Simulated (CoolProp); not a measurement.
Vapour-liquid equilibrium of dimethyl ether (1) + isobutane (2) at 190.6 K; x and y are mole fractions of (1).

Values from CoolProp's multi-fluid Helmholtz-energy mixture model, Wu 2011 and Bücker 2006; pair parameters Bell 2016.

### Question
Give the bubble pressure and the first vapour's composition at x = 0.05, 0.35, 0.575. Is there an azeotrope?

### Answer
x = 0.05: 0.002151 MPa, y = 0.181; x = 0.35: 0.003120 MPa, y = 0.568; x = 0.575: 0.003381 MPa, y = 0.680. y crosses x between x = 0.725 and 0.8: the model has an azeotrope there.

Pair parameters are fitted to limited data, so mixtures are less certain than the pure fluids.
